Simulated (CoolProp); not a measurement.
Nitrogen along the isobar 122 bar: fugacity coefficient from the reference equation and from simpler models built on Tc = 126.2 K, pc = 33.96 bar, ω = 0.037; each cubic takes its own stable root.

The numbers come from the reference Helmholtz-energy equation of state, Span 2000 in CoolProp.

```json
[
 {"T (K)": "68.8", "phase": "liquid", "reference": "0.005204", "van der Waals": "0.03449", "Redlich-Kwong": "0.003791", "Soave-Redlich-Kwong": "0.005071", "Peng-Robinson": "0.004933"},
 {"T (K)": "87.8", "phase": "liquid", "reference": "0.04023", "van der Waals": "0.1051", "Redlich-Kwong": "0.03836", "Soave-Redlich-Kwong": "0.04031", "Peng-Robinson": "0.03771"},
 {"T (K)": "106.9", "phase": "liquid", "reference": "0.1338", "van der Waals": "0.2116", "Redlich-Kwong": "0.1370", "Soave-Redlich-Kwong": "0.1366", "Peng-Robinson": "0.1262"},
 {"T (K)": "126", "phase": "liquid", "reference": "0.2826", "van der Waals": "0.3372", "Redlich-Kwong": "0.2904", "Soave-Redlich-Kwong": "0.2904", "Peng-Robinson": "0.2679"},
 {"T (K)": "145.1", "phase": "supercritical", "reference": "0.4535", "van der Waals": "0.4648", "Redlich-Kwong": "0.4586", "Soave-Redlich-Kwong": "0.4653", "Peng-Robinson": "0.4303"},
 {"T (K)": "164.2", "phase": "supercritical", "reference": "0.6072", "van der Waals": "0.5811", "Redlich-Kwong": "0.6048", "Soave-Redlich-Kwong": "0.6204", "Peng-Robinson": "0.5759"},
 {"T (K)": "183.3", "phase": "supercritical", "reference": "0.7242", "van der Waals": "0.6779", "Redlich-Kwong": "0.7157", "Soave-Redlich-Kwong": "0.7386", "Peng-Robinson": "0.6892"},
 {"T (K)": "202.4", "phase": "supercritical", "reference": "0.8088", "van der Waals": "0.7539", "Redlich-Kwong": "0.7963", "Soave-Redlich-Kwong": "0.8246", "Peng-Robinson": "0.7739"},
 {"T (K)": "221.5", "phase": "supercritical", "reference": "0.8701", "van der Waals": "0.8121", "Redlich-Kwong": "0.8549", "Soave-Redlich-Kwong": "0.8870", "Peng-Robinson": "0.8370"},
 {"T (K)": "240.6", "phase": "supercritical", "reference": "0.9151", "van der Waals": "0.8568", "Redlich-Kwong": "0.8981", "Soave-Redlich-Kwong": "0.9327", "Peng-Robinson": "0.8845"},
 {"T (K)": "259.7", "phase": "supercritical", "reference": "0.9487", "van der Waals": "0.8915", "Redlich-Kwong": "0.9303", "Soave-Redlich-Kwong": "0.9664", "Peng-Robinson": "0.9206"},
 {"T (K)": "278.8", "phase": "supercritical", "reference": "0.9740", "van der Waals": "0.9187", "Redlich-Kwong": "0.9547", "Soave-Redlich-Kwong": "0.9914", "Peng-Robinson": "0.9483"},
 {"T (K)": "297.8", "phase": "supercritical", "reference": "0.9932", "van der Waals": "0.9401", "Redlich-Kwong": "0.9732", "Soave-Redlich-Kwong": "1.010", "Peng-Robinson": "0.9695"},
 {"T (K)": "316.9", "phase": "supercritical", "reference": "1.008", "van der Waals": "0.9574", "Redlich-Kwong": "0.9875", "Soave-Redlich-Kwong": "1.024", "Peng-Robinson": "0.9862"},
 {"T (K)": "336", "phase": "supercritical", "reference": "1.019", "van der Waals": "0.9713", "Redlich-Kwong": "0.9987", "Soave-Redlich-Kwong": "1.035", "Peng-Robinson": "0.9992"}
]
```
